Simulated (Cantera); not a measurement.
A closed system holds: 1 mol Si, 6.4 mol CO, 2.7 mol H₂, equilibrated at 5250 Torr.

These are equilibrium values from Cantera (NASA tables, ideal gas, pure condensed phases), not measurements of a reactor. Candidate condensed phases: C, C₆H₆, C₇H₈, C₈H₁₈, H₂O, Si, SiC, SiO₂; 123 gas species. Mutual solubility and eutectic melting of coexisting phases are not modelled. The tables hold silica as quartz up to 1696 K and as liquid above; real silica turns to tridymite and cristobalite and melts near 1996 K. Gases not in the tables: Si(OH)₄. Rates play no part.

x: gas mole fraction; n: condensed amount in mol.

```csv
T (°C),x CO,x H₂O,x H₂,x CO₂,x CH₄,x SiO,n C(graphite),n SiO₂(α-quartz),n SiO₂(β-quartz),n SiO₂(condensed),n SiC(s),n SiO₂(l)
525,0.0224,0.400,0.104,0.369,0.104,<1e-12,4.52,1.00,0,0,0,0
625,0.0904,0.303,0.190,0.336,0.0806,<1e-12,4.31,0,1.00,0,0,0
725,0.243,0.189,0.273,0.244,0.0509,<1e-12,3.83,0,1.00,0,0,0
825,?,?,0.326,?,?,<1e-12,?,0,1.00,0,0,0
925,0.556,0.0363,0.351,0.0421,0.0139,<1e-12,2.42,0,1.00,0,0,0
1025,0.600,0.0142,0.365,0.0134,0.00741,7.12e-12,2.14,0,1.00,0,0,0
1125,0.614,0.00604,0.371,0.00462,0.00422,6.31e-10,2.05,0,1.00,0,0,0
1225,0.618,0.00283,0.375,0.00180,0.00256,3.07e-8,2.01,0,1.00,0,0,0
1325,0.619,?,0.377,?,?,?,2.00,0,1.000,0,0,0
1425,0.620,0.000800,0.378,0.000385,0.00110,1.78e-5,2.00,0,0,1.000,0,0
1525,0.620,0.000473,0.378,0.000203,0.000777,0.000241,2.00,0,0,0.998,0,0
1625,0.619,0.000294,0.377,0.000115,0.000563,0.00245,1.98,0,0,0.983,0,0
1725,0.672,0.000248,0.314,0.000116,0.000207,0.0126,0,0,0,0,0.630,0.262
```

What belongs in the gaps?


- 1325, x H₂O: 0.00145
- 1325, x CO₂: 0.000792
- 1325, x CH₄: 0.00164
- 1325, x SiO: 9.08e-7
- 825, x CO: 0.435
- 825, x H₂O: 0.0912
- 825, x CO₂: 0.121
- 825, x CH₄: 0.0271
- 825, n C(graphite): 3.06
